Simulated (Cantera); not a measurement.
**Low-pressure radical oxidation in H2/O2**

An isothermal, constant-pressure homogeneous reactor starts with H2 : O2 : N2 = 0.084 : 1 : 0.19 (molar parts), equivalence ratio 0.042, at 1350 K and 0.0132 atm.

Model: the H2/O2 subset of GRI-Mech 3.0, which has no nitrogen chemistry, integrated in Cantera. Radical loss at walls, strong at low pressure, is not modelled. The temperature is held fixed by assumption; the heat of reaction is taken as removed at once.

```tsv
t (s)	x H2	x O2	x OH	x H2O2	x H2O	x H	x O
2.00e-5	0.0659	0.785	3.02e-9	2.04e-12	5.41e-10	9.16e-9	3.18e-9
6.07e-5	0.0659	0.785	1.95e-8	1.86e-11	1.11e-8	2.45e-8	2.24e-8
0.000184	0.0659	0.785	1.71e-7	1.67e-10	2.50e-7	1.42e-7	2.17e-7
0.000558	0.0659	0.785	1.82e-5	1.48e-9	3.74e-5	1.41e-5	2.36e-5
0.00169	0.00282	0.735	0.00771	1.05e-7	0.0530	0.0126	0.0395
0.00514	0.00152	0.735	0.00632	7.85e-8	0.0562	0.0104	0.0406
0.0156	0.00130	0.743	0.00586	7.84e-8	0.0583	0.00790	0.0337
0.0473	0.000809	0.757	0.00467	7.36e-8	0.0622	0.00369	0.0201
0.143	0.000263	0.771	0.00268	5.27e-8	0.0660	0.000650	0.00628
0.435	4.44e-5	0.776	0.00111	2.39e-8	0.0675	4.44e-5	0.00105
1.32	6.50e-6	0.777	0.000425	7.98e-9	0.0679	2.49e-6	0.000153
4.00	1.16e-6	0.777	0.000180	2.45e-9	0.0681	1.87e-7	2.73e-5
```
x: mole fraction; the columns are a selection and need not sum to one.

Equilibrium at this temperature and pressure: H2 1.38e-7, O2 0.778, OH 6.20e-5, H2O2 5.50e-10, H2O 0.0681, H 7.71e-9, O 3.24e-6 (gas phase only).
